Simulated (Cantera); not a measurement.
A Cantera script and what it prints.

```python
import numpy as np
import cantera as ct

gas_names = [...]  # 49 gases of nasa_gas.yaml made of Cl, F, H, N, Si
cond_names = """
    NH4CL(a) NH4CL(b) Si(cr) Si(L) Si3N4(a)
""".split()


# ... load() reads the species with a 1 bar reference pressure and builds the phases ...
atoms = {
    'Si3N4': {'Si': 3, 'N': 4},
    'HF': {'H': 1, 'F': 1},
    'HCl': {'H': 1, 'CL': 1},
}
top_T = {'Si3N4(a)': 2400}  # K; cautious upper limits of use, not melting points


# ... equilibrate(T, P, feed) seeds the gas with the atoms and calls Mixture.equilibrate('TP', solver="vcs", rtol=1e-11, max_steps=5000) ...
results = []
feed = {'Si3N4': 1, 'HF': 1.6, 'HCl': 14}  # mol
T = 1048.15  # K
P = 1.4  # Pa
mix = equilibrate(T, P, feed)
results.append((T, P, feed, dict(zip(mix.species_names, mix.species_moles))))
x = sorted(zip(gas.X, gas.species_names), reverse=True)
print(f"T = {T:g} K  P = {P:g} Pa  gas = {mix.phase_moles(0):.4g} mol")
print("   x: " + "  ".join(f"{s} {v:.3e}" for v, s in x if v > 1e-05))
print("   condensed (mol): " + ("  ".join(f"{mix.phase(i).name} {mix.phase_moles(i):.4g}"
      for i in range(1, mix.n_phases) if mix.phase_moles(i) > 1e-12) or "none"))
```

Result:

```
T = 1048.15 K  P = 1.4 Pa  gas = 15.16 mol
   x: HCL 5.830e-01  H2 2.225e-01  N2 7.753e-02  SiCL4 7.744e-02  SiF4 2.598e-02  SiCL2 6.851e-03  SiCL3 5.383e-03  HF 6.096e-04  SiHCL3 3.027e-04  SiF3 2.926e-04  SiHF3 4.345e-05
   condensed (mol): Si3N4(a) 0.4124
```

These are equilibrium values from Cantera (NASA tables, ideal gas, pure condensed phases), not measurements of a reactor. The tables' values for SiCl3, SiF3 are old estimates; treat these amounts as uncertain.
